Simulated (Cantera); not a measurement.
Feed: 1 mol Si2Cl6, 0.27 mol Cl2, 170 mol H2, at 0.170 bar.

These are equilibrium values from Cantera (NASA tables, ideal gas, pure condensed phases), not measurements of a reactor. Candidate condensed phases: Si; 19 gas species. The feed counts by its element totals alone. Kinetics and transport are ignored.

Task: What share of the Si ends up in condensed phases as a function of T (K), at 1198, 1248, 1298, 1348, 1398, 1448, 1498, 1548, 1598, 1648?

Result: 
```tsv
T (K)	Si condensed (%)	as
1198	60.8	Si(s)
1248	66.4	Si(s)
1298	69.7	Si(s)
1348	71.1	Si(s)
1398	71.5	Si(s)
1448	71.4	Si(s)
1498	71.0	Si(s)
1548	70.5	Si(s)
1598	70.0	Si(s)
1648	69.4	Si(s)
```
